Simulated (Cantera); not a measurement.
Charge: 1 mol Si3N4, 1.9 mol H2, at 1023 K and 1.50 Pa.

Method: chemical equilibrium by Gibbs-energy minimisation in Cantera with the NASA 1993 tables (ideal gas, pure condensed phases). Candidate condensed phases: Si, Si3N4; 18 gas species. Equilibrium is a limit: real reactors are often held back by kinetics, nucleation or transport.

Base state: H2 1.000 (mole fractions); condensed: Si3N4(s).

Problem. What changes in the equilibrium state with this change: temperature from 1023 K to 1298 K?

Solution. 
```tsv
species	before	after
H2	1.000	0.968
N2	2.99e-6	0.0315
H	1.07e-6	0.000272
Si3N4(s), mol	1.000	0.969
Si(s), mol	0	0.0926
```
Mutual solubility and eutectic melting of coexisting phases are not modelled.
